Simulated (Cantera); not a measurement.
Feed: 1 mol Ta(OEt)₅, 0.17 mol O₂, 40 mol H₂, held at 2.00 bar.

Cantera equilibrium calculation (NASA polynomials, part measured and part estimated; ideal gas, pure solids and liquids). Candidate condensed phases: C, C₆H₆, C₇H₈, C₈H₁₈, H₂O, Ta, TaC, Ta₂O₅; 113 gas species. The feed counts by its element totals alone. TaC: taken at fixed stoichiometry. Condensed phases not in the tables: Ta₂C. Kinetics and transport are ignored.

x: gas mole fraction; n: condensed amount in mol.

```tsv
T (K)	x H₂	x CO	x H	x C₂H₂ (acetylene)	n C(graphite)	n TaC(s)
1898	0.906	0.0924	0.000526	0.000341	3.57	1.00
1923	0.906	0.0923	0.000634	0.000409	3.56	1.00
1948	0.906	0.0923	0.000760	0.000488	3.56	1.00
1973	0.905	0.0923	0.000908	0.000580	3.55	1.00
1998	0.905	0.0923	0.00108	0.000686	3.54	1.00
2023	0.905	0.0923	?	?	3.53	1.00
2048	0.905	0.0923	0.00151	0.000948	3.51	1.00
2073	0.904	0.0923	0.00177	0.00111	3.50	1.00
2098	0.904	0.0923	0.00207	0.00129	3.48	1.00
2123	0.903	0.0922	?	?	3.46	1.00
2148	0.903	0.0922	0.00280	0.00173	3.43	1.00
```

Complete the blanks.


- 2023, x H: 0.00128
- 2023, x C₂H₂ (acetylene): 0.000808
- 2123, x H: 0.00241
- 2123, x C₂H₂ (acetylene): 0.00150
